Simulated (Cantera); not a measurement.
Feed: 1 mol Si3N4, 0.013 mol O2, 890 mol N2, at 1600 K and 180000 Pa.

These are equilibrium values from Cantera (NASA tables, ideal gas, pure condensed phases), not measurements of a reactor. Candidate condensed phases: Si, SiO2, Si2N2O, Si3N4; 16 gas species. Mutual solubility and eutectic melting of coexisting phases are not modelled. Equilibrium is a limit: real reactors are often held back by kinetics, nucleation or transport.

**Question.** What is the equilibrium state?

**Answer.** 
| Item | Result |
|---|---|
| x(N2) | 1.00 |
| n(Si2N2O(s)) | 0.0258 mol |
| n(Si3N4(s)) | 0.983 mol |
| gas amount | 890.0 mol |
| log10 activity of Si(s) (absent) | -2.52 |
